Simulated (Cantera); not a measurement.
Carbothermic reduction: SiO2 + CH4 + H2

Input: 1 mol SiO2, 1 mol CH4, 17 mol H2, held at 0.110 bar.

These are equilibrium values from Cantera (NASA tables, ideal gas, pure condensed phases), not measurements of a reactor. Candidate condensed phases: C, C6H6, C7H8, C8H18, H2O, Si, SiC, SiO2; 123 gas species. Mutual solubility and eutectic melting of coexisting phases are not modelled. The tables hold silica as quartz up to 1696 K and as liquid above; real silica turns to tridymite and cristobalite and melts near 1996 K. Kinetics and transport are ignored.

At 825 K the condensed part is SiO2(α-quartz). From 900 K to 1050 K the condensed part is C(graphite) + SiO2(β-quartz). From 1125 K to 1350 K the condensed part is C(graphite) + SiC(s) + SiO2(β-quartz). From 1425 K to 1575 K the condensed part is SiC(s) + SiO2(β-quartz).

| T (K) | x H2 | x CH4 | x CO | x SiO | x H | x H2O | x C2H2 (acetylene) | x CO2 | n SiO2(α-quartz) | n C(graphite) | n SiO2(β-quartz) | n SiC(s) |
|---|---|---|---|---|---|---|---|---|---|---|---|---|
| 825 | 0.944 | 0.0556 | 2.34e-10 | <1e-12 | 2.32e-11 | 4.91e-10 | 1.34e-12 | <1e-12 | 1.00 | 0 | 0 | 0 |
| 900 | 0.968 | 0.0322 | 1.94e-8 | <1e-12 | 3.47e-10 | 5.00e-9 | 5.44e-11 | <1e-12 | 0 | 0.408 | 1.00 | 0 |
| 975 | 0.987 | 0.0135 | 4.44e-7 | 2.86e-11 | 3.43e-9 | 2.90e-8 | 5.62e-10 | <1e-12 | 0 | 0.748 | 1.000 | 0 |
| 1050 | 0.994 | 0.00622 | 6.47e-6 | 8.40e-10 | 2.44e-8 | 1.28e-7 | 4.11e-9 | <1e-12 | 0 | 0.882 | 1.000 | 0 |
| 1125 | 0.997 | 0.00315 | 6.56e-5 | 1.56e-8 | 1.34e-7 | 4.62e-7 | 2.29e-8 | 2.77e-11 | 0 | 0.938 | 0.999 | 0.000625 |
| 1200 | 0.998 | 0.00173 | 0.000495 | 2.00e-7 | 5.94e-7 | 1.41e-6 | 1.02e-7 | 5.10e-10 | 0 | 0.953 | 0.995 | 0.00471 |
| 1275 | 0.996 | 0.00101 | 0.00293 | 1.89e-6 | 2.22e-6 | 3.75e-6 | 3.83e-7 | 6.63e-9 | 0 | 0.897 | 0.972 | 0.0279 |
| 1350 | 0.985 | 0.000615 | 0.0142 | 1.38e-5 | 7.13e-6 | 8.82e-6 | 1.22e-6 | 6.47e-8 | 0 | 0.578 | 0.863 | 0.137 |
| 1425 | 0.966 | 0.000269 | 0.0338 | 9.78e-5 | 2.02e-5 | 1.56e-5 | 1.65e-6 | 2.40e-7 | 0 | 0 | 0.667 | 0.331 |
| 1500 | 0.965 | 7.95e-5 | 0.0341 | 0.000732 | 5.21e-5 | 2.06e-5 | 7.94e-7 | 2.80e-7 | 0 | 0 | 0.657 | 0.328 |
| 1575 | 0.960 | 2.66e-5 | 0.0352 | 0.00446 | 0.000123 | 2.64e-5 | 4.22e-7 | 3.33e-7 | 0 | 0 | 0.608 | 0.304 |
x: gas mole fraction; n: condensed amount in mol.
